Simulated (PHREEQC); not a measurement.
3.1 g of hydrous ferric oxide (600 m²/g; 0.2 weak and 0.005 strong sites per Fe, Dzombak-Morel constants, diffuse double layer) in 1 kg of water with 0.3 mol/kgw of an inert sodium salt, at 25 °C; the pH is set by adding NaOH or the inert anion's acid. Oxygen alone is held at its pressure in air (log pO2 = -0.68). CO2 from the air is kept out. No solid was allowed to form.

Model: ion-association model, wateq4f.dat, run in PHREEQC.

| pH | surface charge σ (C/m²) | surface potential ψ (mV) |
|---|---|---|
| 4 | 0.349 | 123 |
| 4.38 | 0.328 | 120 |
| 4.75 | 0.296 | (withheld) |
| 5.12 | 0.256 | 107 |
| 5.5 | 0.211 | (withheld) |
| 5.88 | 0.167 | 86 |
| 6.25 | 0.129 | (withheld) |
| 6.62 | 0.096 | (withheld) |
| 7 | (withheld) | 46 |
| 7.38 | 0.041 | 31 |
| 7.75 | (withheld) | 15 |
| 8.12 | -0.001 | 0 |
| 8.5 | -0.021 | (withheld) |
| 8.88 | -0.044 | (withheld) |
| 9.25 | -0.068 | -48 |
| 9.62 | -0.097 | -62 |
| 10 | -0.132 | -75 |

### Question
Complete the blanks.

### Answer

- 4.75, surface potential ψ (mV): 114
- 5.5, surface potential ψ (mV): 98
- 6.25, surface potential ψ (mV): 74
- 6.62, surface potential ψ (mV): 61
- 7, surface charge σ (C/m²): 0.066
- 7.75, surface charge σ (C/m²): 0.020
- 8.5, surface potential ψ (mV): -17
- 8.88, surface potential ψ (mV): -33

Complexes and solids missing from the database can't appear.
